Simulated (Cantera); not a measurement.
Input: 1 mol Ta(OEt)₅, 1.9 mol CO₂, 12 mol H₂, equilibrated at 1623 K and 8.20 bar.

These are equilibrium values from Cantera (NASA tables, ideal gas, pure condensed phases), not measurements of a reactor. Candidate condensed phases: C, C₆H₆, C₇H₈, C₈H₁₈, H₂O, Ta, TaC, Ta₂O₅; 113 gas species. The feed counts by its element totals alone. TaC: taken at fixed stoichiometry. Condensed phases not in the tables: Ta₂C. Equilibrium is a limit: real reactors are often held back by kinetics, nucleation or transport.

Base state: H₂ 0.727, CO 0.265, CH₄ 0.00643, H₂O 0.00120, CO₂ 0.000140, C₂H₂ (acetylene) 2.53e-5, H 2.06e-5, C₂H₄ 1.38e-5 (mole fractions); condensed: C(graphite) + TaC(s).

Q: What changes in the equilibrium state with this change: temperature from 1623 K to 2298.15 K?

A: 
```json
[
 {"species": "H₂", "before": "0.727", "after": "0.729"},
 {"species": "CO", "before": "0.265", "after": "0.264"},
 {"species": "C₂H₂ (acetylene)", "before": "2.53e-5", "after": "0.00312"},
 {"species": "CH₄", "before": "0.00643", "after": "0.000936"},
 {"species": "H", "before": "2.06e-5", "after": "0.00286"},
 {"species": "CO₂", "before": "0.000140", "after": "4.29e-6"},
 {"species": "CH₃", "before": "3.71e-6", "after": "6.90e-5"},
 {"species": "H₂O", "before": "0.00120", "after": "6.63e-5"},
 {"species": "C₂H₄", "before": "1.38e-5", "after": "2.96e-5"},
 {"species": "C(graphite), mol", "before": "1.93", "after": "1.86"},
 {"species": "TaC(s), mol", "before": "1.00", "after": "1.00"}
]
```
